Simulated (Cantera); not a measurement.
Silicon epitaxy and polysilicon growth: SiCl4 + HCl + N2

Input: 1 mol SiCl4, 0.073 mol HCl, a varied amount of N2, held at 550 °C and 1.80 bar.

Method: chemical equilibrium by Gibbs-energy minimisation in Cantera with the NASA 1993 tables (ideal gas, pure condensed phases). Candidate condensed phases: NH4Cl, Si, Si3N4; 28 gas species. Kinetics and transport are ignored.

From 15 mol N2 to 190 mol N2 nothing is condensed. The main Si-bearing gas is SiCl4 throughout.

```csv
n(N2) (mol),x N2,x SiCl4,x HCl,x Cl2
15,0.933,0.0622,0.00454,2.20e-9
18,0.944,0.0524,0.00383,1.86e-9
23,0.955,0.0415,0.00303,1.47e-9
29,0.964,0.0333,0.00243,1.18e-9
37,0.972,0.0263,0.00192,9.34e-10
47,0.978,0.0208,0.00152,7.41e-10
59,0.982,0.0166,0.00122,5.93e-10
75,0.986,0.0131,0.000960,4.69e-10
95,0.989,0.0104,0.000760,3.72e-10
120,0.991,0.00826,0.000603,2.96e-10
150,0.993,0.00662,0.000483,2.38e-10
190,0.994,0.00523,0.000382,1.88e-10
```
x: gas mole fraction; nothing condenses.
